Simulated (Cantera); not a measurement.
# Adiabatic ignition

An adiabatic, constant-pressure homogeneous reactor starts with 6.42 % CH3OH, 18.5 % O2, 69.3 % N2, 5.71 % CO2, 0.103 % H2O, equivalence ratio 0.52, at 1250 K and 1000000 Pa.

Cantera simulation using GRI-Mech 3.0 (53 species, 325 reactions); the numbers are that mechanism's predictions, not measurements. GRI-Mech 3.0 was tuned for natural gas; its chemistry of methanol as a main component is partial and can be far from experiment.

```csv
t (s),T (K),x CH3OH,x O2,x CO2,x NO,x O
1.00e-6,1250,0.0642,0.185,0.0571,<1e-12,1.01e-10
2.46e-6,1250,0.0642,0.185,0.0571,<1e-12,1.05e-10
6.06e-6,1250,0.0642,0.185,0.0571,<1e-12,1.10e-10
1.49e-5,1250,0.0642,0.185,0.0571,<1e-12,1.15e-10
3.67e-5,1250,0.0642,0.185,0.0571,<1e-12,1.23e-10
9.04e-5,1250,0.0641,0.185,0.0571,<1e-12,1.52e-10
0.000223,1250,0.0641,0.185,0.0571,<1e-12,3.14e-10
0.000548,1252,0.0632,0.184,0.0571,<1e-12,4.44e-9
0.00135,2269,<1e-12,0.0853,0.116,0.000120,0.000385
0.00332,2269,<1e-12,0.0851,0.116,0.000485,0.000383
0.00817,2267,<1e-12,0.0847,0.116,0.00134,0.000378
0.0201,2263,<1e-12,0.0838,0.116,0.00312,0.000368
0.0495,2258,<1e-12,0.0824,0.116,0.00588,0.000353
0.122,2254,<1e-12,0.0814,0.116,0.00786,0.000343
0.300,2253,<1e-12,0.0813,0.116,0.00816,0.000342
```
x: mole fraction; the columns are a selection and need not sum to one.

```yaml
time_of_steepest_temperature_rise: 0.784 ms
temperature at 0.300 s: 2253 K
equilibrium_temperature: 2253 K
x(CH3OH) at 0.300 s: <1e-12 (gas-phase equilibrium <1e-12)
x(O2) at 0.300 s: 0.0813 (gas-phase equilibrium 0.0813)
x(CO2) at 0.300 s: 0.116 (gas-phase equilibrium 0.116)
```
